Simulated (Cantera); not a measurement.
Standard-state values (1 bar) from the NASA 1993 polynomials, evaluated with Cantera. Values are per mole of reaction as written; species without (g) are pure solids or liquids, kept so even where they would boil at 1 bar. VN: taken at fixed stoichiometry.

### Question
Between 1048 and 1398 K, where is each reaction favourable under standard conditions?
- 4 VN + 5 O2(g) ⇌ 2 V2O4 + 2 N2O(g)

### Answer
- 4 VN + 5 O2(g) ⇌ 2 V2O4 + 2 N2O(g): ΔG° is -1325 kJ at 1048 K and -1177 kJ at 1398 K; it stays negative (K > 1). ΔH° is -1761 kJ and ΔS° -418 J/K at 1398 K.
